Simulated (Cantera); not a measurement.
A closed system holds: 1 mol HI, 0.08 mol O2, 4.4 mol H2, held at 1330 Pa.

Cantera equilibrium calculation (NASA polynomials, part measured and part estimated; ideal gas, pure solids and liquids). Candidate condensed phases: H2O, I2; 12 gas species. Equilibrium is a limit: real reactors are often held back by kinetics, nucleation or transport. All values below are at 1975 K.

Base state: H2 0.793, I 0.159, H2O 0.0271, H 0.0106, HI 0.0105, OH 3.43e-5, I2 1.10e-5 (mole fractions); condensed: gas only.

**Question.** What changes in the equilibrium state with this change: pressure from 1330 Pa to 10000 Pa?

**Answer.** 
```
species   before    after
-------  -------  -------
H2         0.793    0.797
I          0.159    0.145
H2O       0.0271   0.0274
HI        0.0105   0.0263
H         0.0106  0.00386
I2       1.10e-5  6.86e-5
OH       3.43e-5  1.27e-5
```

**Question.** What changes in the equilibrium state with this change: HI replaced by HF?

**Answer.** 
```tsv
species	before	after
H2	0.793	0.776
HF	0	0.184
H2O	0.0271	0.0294
I	0.159	0
HI	0.0105	0
H	0.0106	0.0104
I2	1.10e-5	0
OH	3.43e-5	3.77e-5
```
